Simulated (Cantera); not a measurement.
An isothermal, constant-pressure homogeneous reactor starts with H2 : O2 : H2O = 0.097 : 1 : 0.0053 (molar parts), equivalence ratio 0.049, at 1325 K and 160 Pa.

Model: the H2/O2 subset of GRI-Mech 3.0, which has no nitrogen chemistry, integrated in Cantera. Radical loss at walls, strong at low pressure, is not modelled. The temperature is held fixed by assumption; the heat of reaction is taken as removed at once.

x: mole fraction; the columns are a selection and need not sum to one.

| t (s) | x H2 | x O2 | x O | x H2O2 | x OH | x HO2 | x H |
|---|---|---|---|---|---|---|---|
| 0.000200 | 0.0880 | 0.907 | 4.86e-9 | 3.48e-12 | 4.47e-9 | 1.50e-8 | 1.13e-8 |
| 0.000796 | 0.0880 | 0.907 | 6.01e-8 | 5.46e-11 | 4.79e-8 | 5.95e-8 | 5.26e-8 |
| 0.00317 | 0.0880 | 0.907 | 5.42e-6 | 8.29e-10 | 4.06e-6 | 2.36e-7 | 3.71e-6 |
| 0.0126 | 0.00365 | 0.842 | 0.0510 | 1.89e-8 | 0.00921 | 4.80e-7 | 0.0190 |
| 0.0502 | 0.00244 | 0.841 | 0.0540 | 1.52e-8 | 0.00805 | 4.64e-7 | 0.0172 |
| 0.200 | 0.00232 | 0.844 | 0.0507 | 1.53e-8 | 0.00786 | 4.62e-7 | … |
| 0.796 | … | 0.857 | … | 1.55e-8 | … | 4.50e-7 | … |
| 3.17 | 0.000851 | 0.883 | 0.0169 | 1.40e-8 | 0.00487 | 3.67e-7 | 0.00312 |
| 12.6 | 0.000123 | 0.900 | 0.00237 | 7.05e-9 | 0.00187 | 1.45e-7 | 0.000164 |
| 50.2 | 1.08e-5 | 0.902 | 0.000207 | 1.96e-9 | 0.000556 | 2.84e-8 | 4.25e-6 |
| 200 | 1.30e-6 | 0.903 | 2.48e-5 | 5.00e-10 | 0.000192 | 1.76e-8 | 1.76e-7 |

### Question
Complete the blanks.

### Answer

- 0.200, x H: 0.0157
- 0.796, x H2: 0.00188
- 0.796, x O: 0.0397
- 0.796, x OH: 0.00713
- 0.796, x H: 0.0110
